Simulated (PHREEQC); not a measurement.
Make-up at 25 °C: 0.059 mol Cu(BF4)2 and 0.064 mol H3BO3 per kg of water. Closed to the air; pH follows from the charge balance.

Model: ion-association model, wateq4f.dat, run in PHREEQC.

| Quantity | Value |
|---|---|
| pH | 2.38 |
| ionic strength | 0.182 mol/kgw |
| total alkalinity | -354 meq/kg |

| species | molality | activity | log γ |
|---|---|---|---|
| BF4- | 0.106 | 0.0731 | -0.161 |
| H3BO3 | 0.0598 | 0.0624 | 0.018 |
| Cu+2 | 0.0587 | 0.0198 | -0.473 |
| BF3OH- | 0.0115 | 0.00797 | -0.161 |
| H+ | 0.00519 | 0.00416 | -0.096 |
| BF2(OH)2- | 0.00468 | 0.00323 | -0.161 |
| HF | 0.00322 | 0.00336 | 0.018 |
| F- | 0.000754 | 0.000539 | -0.146 |
| CuF+ | 0.000259 | 0.000194 | -0.125 |

No solid was allowed to form. Species that the database lacks are ignored. Real BF4- forms and hydrolyses slowly; the run takes it at equilibrium.
